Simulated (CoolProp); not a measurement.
Vapour-liquid equilibrium of propylene (1) + R115 (2) at -22.55 °C; x and y are mole fractions of (1).

Values from CoolProp's multi-fluid Helmholtz-energy mixture model, Lemmon 2013 and Lemmon 2016; pair parameters Bell 2016.

```csv
x,"bubble pressure, mixture model (MPa)","bubble pressure, Raoult's law (MPa)","y, mixture model","y, Raoult's law"
0.05,___,0.2056,0.117,0.068
0.15,0.2481,0.2133,___,0.196
0.25,0.2711,0.2211,___,0.316
0.35,0.2879,0.2288,0.497,0.427
0.45,___,0.2366,0.564,0.531
0.55,0.3067,0.2443,___,0.628
0.65,0.3104,0.2520,___,0.720
0.75,0.3104,0.2598,0.731,0.806
0.85,___,0.2675,0.804,0.887
0.95,___,0.2753,0.915,0.963
```

**Question.** What belongs in the gaps?

**Answer.** 
- 0.05, bubble pressure, mixture model (MPa): 0.2187
- 0.15, y, mixture model: 0.290
- 0.25, y, mixture model: 0.410
- 0.45, bubble pressure, mixture model (MPa): 0.2994
- 0.55, y, mixture model: 0.621
- 0.65, y, mixture model: 0.674
- 0.85, bubble pressure, mixture model (MPa): 0.3055
- 0.95, bubble pressure, mixture model (MPa): 0.2917

The largest gap from Raoult's law is +26.5 % in bubble pressure, at x = 0.45. y crosses x between x = 0.65 and 0.75: the model has an azeotrope there.

Pair parameters are fitted to limited data, so mixtures are less certain than the pure fluids.
